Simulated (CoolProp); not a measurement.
Vapour-liquid equilibrium of ethanol (1) + ethylbenzene (2) at 469.6 K; x and y are mole fractions of (1).

The numbers come from the multi-fluid Helmholtz-energy mixture model, Schroeder 2014 and Zhou 2012; pair parameters Bell 2016 in CoolProp.

### Question
Give the bubble pressure and the first vapour's composition at x = 0.55, 0.75, 0.95. Is there an azeotrope?

### Answer
x = 0.55: 2005 kPa, y = 0.823; x = 0.75: 2334 kPa, y = 0.886; x = 0.95: 2689 kPa, y = 0.973. No azeotrope shows between x = 0.05 and 0.95.

Pair parameters are fitted to limited data, so mixtures are less certain than the pure fluids.
